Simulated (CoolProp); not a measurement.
Values from CoolProp's reference Helmholtz-energy equation of state, Akasaka 2015.

Q: For R245fa, give the phase and the cp (kJ/(kg K)), Joule-Thomson coefficient (K/MPa), isothermal compressibility (1/MPa) at 440 K and 6.85 bar; 440 K and 16 bar; 440 K and 18.3 bar.

A: 
- 440 K and 6.85 bar: gas; cp 1.14, Joule-Thomson coefficient 8.11, isothermal compressibility 1.55
- 440 K and 16 bar: gas; cp 1.22, Joule-Thomson coefficient 9.23, isothermal compressibility 0.745
- 440 K and 18.3 bar: gas; cp 1.25, Joule-Thomson coefficient 9.57, isothermal compressibility 0.676
